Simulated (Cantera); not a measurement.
A perfectly stirred reactor is fed with H2 : O2 = 0.034 : 1 (molar parts), equivalence ratio 0.017, at 1330 Pa; it is held at 1373 K, and followed from long to short residence time.

Model: the H2/O2 subset of GRI-Mech 3.0, which has no nitrogen chemistry, integrated in Cantera. Radical loss at walls, strong at low pressure, is not modelled.

Q: What does this change do: temperature 1373 to 1048 K?

A: 
```
quantity                  before     after
----------------------  --------  --------
x(H2) at τ = 7.90 s      3.01e-5   7.31e-5
x(O2) at τ = 7.90 s        0.965     0.966
x(O) at τ = 7.90 s       0.00136  0.000446
x(H2O2) at τ = 7.90 s    1.33e-8   4.76e-8
x(HO2) at τ = 7.90 s     3.11e-7   9.35e-7
x(H2) at τ = 0.240 s    0.000227  0.000533
x(O2) at τ = 0.240 s       0.955     0.962
x(O) at τ = 0.240 s       0.0105   0.00365
x(H2O2) at τ = 0.240 s   3.15e-8   8.50e-8
x(HO2) at τ = 0.240 s    9.96e-7   2.92e-6
```

Q: What does this change do: pressure from 1330 Pa to 320 Pa?

A: 
| quantity | before | after |
|---|---|---|
| x(H2) at τ = 7.90 s | 3.01e-5 | 0.000133 |
| x(O2) at τ = 7.90 s | 0.965 | 0.958 |
| x(O) at τ = 7.90 s | 0.00136 | 0.00769 |
| x(H2O2) at τ = 7.90 s | 1.33e-8 | 6.91e-9 |
| x(HO2) at τ = 7.90 s | 3.11e-7 | 2.05e-7 |
| x(H2) at τ = 0.240 s | 0.000227 | 0.000489 |
| x(O2) at τ = 0.240 s | 0.955 | 0.941 |
| x(O) at τ = 0.240 s | 0.0105 | 0.0231 |
| x(H2O2) at τ = 0.240 s | 3.15e-8 | 9.63e-9 |
| x(HO2) at τ = 0.240 s | 9.96e-7 | 3.32e-7 |
